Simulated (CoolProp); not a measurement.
Acetone along the isotherm 37.25 °C: Z from the reference equation and from simpler models built on Tc = 235.0 °C, pc = 4.692 MPa, ω = 0.307; each cubic takes its own stable root.

The numbers come from the reference Helmholtz-energy equation of state, Lemmon 2006 in CoolProp. It is a short technical equation, of lower accuracy than the large ones.

```tsv
p (MPa)	phase	reference	van der Waals	Redlich-Kwong	Soave-Redlich-Kwong	Peng-Robinson
0.00742	gas	0.9952	0.9985	0.9979	0.9976	0.9975
0.012	gas	0.9921	0.9976	0.9966	0.9961	0.9960
0.0194	gas	0.9872	0.9962	0.9945	0.9937	0.9934
0.0313	gas	0.9792	0.9938	0.9911	0.9897	0.9894
0.0817	liquid	0.002385	0.9836	0.9765	0.003048	[?]
0.132	liquid	0.003853	0.9733	0.005119	[?]	0.004363
0.213	liquid	0.006217	0.9561	0.008259	0.007944	0.007039
0.344	liquid	0.01004	0.9271	[?]	0.01283	0.01137
0.556	liquid	0.01622	0.03168	0.02154	0.02072	0.01836
0.899	liquid	0.02621	0.05113	[?]	0.03349	0.02968
1.45	liquid	0.04225	0.08221	0.05603	[?]	0.04783
2.35	liquid	0.06838	0.1326	0.09058	0.08730	[?]
```

Q: Complete the blanks.

A: 
- 0.0817, Peng-Robinson: 0.002701
- 0.132, Soave-Redlich-Kwong: 0.004924
- 0.344, Redlich-Kwong: 0.01333
- 0.899, Redlich-Kwong: 0.03479
- 1.45, Soave-Redlich-Kwong: 0.05396
- 2.35, Peng-Robinson: 0.07741

At some of these states van der Waals, Redlich-Kwong gives the other phase, because its saturation line lies elsewhere.
